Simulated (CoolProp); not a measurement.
Carbonyl sulfide along the isotherm -66.35 °C: fugacity coefficient from the reference equation and from simpler models built on Tc = 105.6 °C, pc = 6369 kPa, ω = 0.098; each cubic takes its own stable root.

Model: reference Helmholtz-energy equation of state, Lemmon 2006, in CoolProp. It is a short technical equation, of lower accuracy than the large ones.

| p (kPa) | phase | reference | van der Waals | Peng-Robinson |
|---|---|---|---|---|
| 868 | liquid | 0.05200 | 0.3490 | 0.05353 |
| 1740 | liquid | 0.02660 | 0.1810 | 0.02734 |
| 2610 | liquid | 0.01819 | 0.1255 | 0.01866 |
| 3470 | liquid | 0.01402 | 0.09809 | 0.01436 |
| 4340 | liquid | (withheld) | 0.08153 | 0.01176 |
| 5210 | liquid | 0.009819 | 0.07060 | 0.01002 |
| 6080 | liquid | 0.008627 | 0.06288 | 0.008792 |
| 6950 | liquid | 0.007738 | 0.05717 | (withheld) |
| 7820 | liquid | 0.007051 | 0.05280 | (withheld) |
| 8680 | liquid | 0.006511 | 0.04941 | 0.006602 |
| 9550 | liquid | 0.006067 | 0.04666 | 0.006142 |

Task: Fill in the missing entries.

Result: 
- 4340, reference: 0.01150
- 6950, Peng-Robinson: 0.007873
- 7820, Peng-Robinson: 0.007162
